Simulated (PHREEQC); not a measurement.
Consider water at 50 °C with 9.5 mmol/kgw CuCl2 and 0.099 mmol/kgw HCl. Closed to the air; pH follows from the charge balance.

All values are PHREEQC results (ion-association model, wateq4f.dat), not measurements.

Precipitation was switched off in this run.

Problem. Predict the pH.

Solution. pH 4.04.

Problem. In which forms is Cu present?

Solution. Cu+2 92 %, CuCl+ 7.6 % of the Cu.

At this temperature some constants are extrapolated from 25 °C, and those without enthalpy data are left unchanged.
